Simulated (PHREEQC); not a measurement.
5 g of hydrous ferric oxide (600 m²/g; 0.2 weak and 0.005 strong sites per Fe, Dzombak-Morel constants, diffuse double layer) in 1 kg of water with 0.05 mol/kgw of an inert sodium salt and 17 mmol/kgw CuSO4, at 25 °C; the pH is set by adding NaOH or the inert anion's acid. O2 is buffered at 0.21 atm. The system is closed to CO2. Nothing may precipitate in this run.

Base run: PHREEQC, ion-association model, wateq4f.dat. Each further column changes one thing. The table gives Cu sorbed (%).

```json
[
 {"pH": "4", "base": "5.1", "no electrostatic term (-no_edl)": "7.3", "background salt from 0.05 to 0.005 mol/kgw": "5.3", "oxide from 5 to 25 g/kgw": "28.3", "0.0022 mol/kgw SrCl2 added": "5.1"},
 {"pH": "4.67", "base": "26.3", "no electrostatic term (-no_edl)": "39.3", "background salt from 0.05 to 0.005 mol/kgw": "26.1", "oxide from 5 to 25 g/kgw": "83.7", "0.0022 mol/kgw SrCl2 added": "26.3"},
 {"pH": "5.33", "base": "44.1", "no electrostatic term (-no_edl)": "?", "background salt from 0.05 to 0.005 mol/kgw": "42.3", "oxide from 5 to 25 g/kgw": "98.8", "0.0022 mol/kgw SrCl2 added": "44.3"},
 {"pH": "6", "base": "50.9", "no electrostatic term (-no_edl)": "67.5", "background salt from 0.05 to 0.005 mol/kgw": "48.7", "oxide from 5 to 25 g/kgw": "99.9", "0.0022 mol/kgw SrCl2 added": "51.1"},
 {"pH": "6.67", "base": "52.7", "no electrostatic term (-no_edl)": "67.7", "background salt from 0.05 to 0.005 mol/kgw": "50.5", "oxide from 5 to 25 g/kgw": "100.0", "0.0022 mol/kgw SrCl2 added": "52.9"},
 {"pH": "7.33", "base": "52.9", "no electrostatic term (-no_edl)": "67.7", "background salt from 0.05 to 0.005 mol/kgw": "50.7", "oxide from 5 to 25 g/kgw": "100.0", "0.0022 mol/kgw SrCl2 added": "53.1"},
 {"pH": "8", "base": "51.9", "no electrostatic term (-no_edl)": "67.7", "background salt from 0.05 to 0.005 mol/kgw": "49.9", "oxide from 5 to 25 g/kgw": "100.0", "0.0022 mol/kgw SrCl2 added": "52.1"},
 {"pH": "8.67", "base": "48.4", "no electrostatic term (-no_edl)": "67.7", "background salt from 0.05 to 0.005 mol/kgw": "46.9", "oxide from 5 to 25 g/kgw": "100.0", "0.0022 mol/kgw SrCl2 added": "?"},
 {"pH": "9.33", "base": "41.3", "no electrostatic term (-no_edl)": "?", "background salt from 0.05 to 0.005 mol/kgw": "40.4", "oxide from 5 to 25 g/kgw": "100.0", "0.0022 mol/kgw SrCl2 added": "41.4"},
 {"pH": "10", "base": "36.2", "no electrostatic term (-no_edl)": "61.7", "background salt from 0.05 to 0.005 mol/kgw": "?", "oxide from 5 to 25 g/kgw": "100.0", "0.0022 mol/kgw SrCl2 added": "36.0"},
 {"pH": "10.67", "base": "33.5", "no electrostatic term (-no_edl)": "32.2", "background salt from 0.05 to 0.005 mol/kgw": "33.5", "oxide from 5 to 25 g/kgw": "99.9", "0.0022 mol/kgw SrCl2 added": "30.0"},
 {"pH": "11.33", "base": "30.8", "no electrostatic term (-no_edl)": "5.1", "background salt from 0.05 to 0.005 mol/kgw": "31.5", "oxide from 5 to 25 g/kgw": "99.5", "0.0022 mol/kgw SrCl2 added": "22.0"},
 {"pH": "12", "base": "26.4", "no electrostatic term (-no_edl)": "0.7", "background salt from 0.05 to 0.005 mol/kgw": "27.8", "oxide from 5 to 25 g/kgw": "?", "0.0022 mol/kgw SrCl2 added": "17.0"}
]
```

Q: Complete the blanks.

A: 
- 5.33, no electrostatic term (-no_edl): 63.8
- 8.67, 0.0022 mol/kgw SrCl2 added: 48.5
- 9.33, no electrostatic term (-no_edl): 67.3
- 10, background salt from 0.05 to 0.005 mol/kgw: 35.7
- 12, oxide from 5 to 25 g/kgw: 95.3

In at least one series the solution becomes supersaturated in solids that the run did not let form, among them Cu(OH)2, Brochantite, Antlerite. The database's constant for dissolved Cu(OH)2 is higher than later reviews accept.
